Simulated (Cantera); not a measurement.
A freely propagating, adiabatic, planar premixed flame of CH4 : O2 : N2 = 1 : 2.13 : 10 (molar parts), unburnt at 350 K and 90.0 Torr; mixture-averaged transport, grid criteria slope 0.08 and curve 0.16, no radiation.

Cantera simulation using GRI-Mech 3.0 (53 species, 325 reactions); the numbers are that mechanism's predictions, not measurements. Burning velocities carry a grid error of a few per cent, more on coarse grids.

Task: What does this change do: N2 10 to 13 parts?

Result: 
```csv
quantity,before,after
laminar burning velocity,53.4 cm/s,30.6 cm/s
thermal thickness,3.27 mm,4.72 mm
peak x(CH2),2.34e-5,1.09e-5
peak x(CH2O),0.000606,0.000383
peak x(HO2),8.52e-5,4.99e-5
```

Task: What does this change do: inlet temperature 350 to 700 K?

Result: 
```tsv
quantity	before	after
laminar burning velocity	53.4 cm/s	195 cm/s
thermal thickness	3.27 mm	2.51 mm
peak x(CH2)	2.34e-5	4.70e-5
peak x(CH2O)	0.000606	0.000909
peak x(HO2)	8.52e-5	0.000132
```
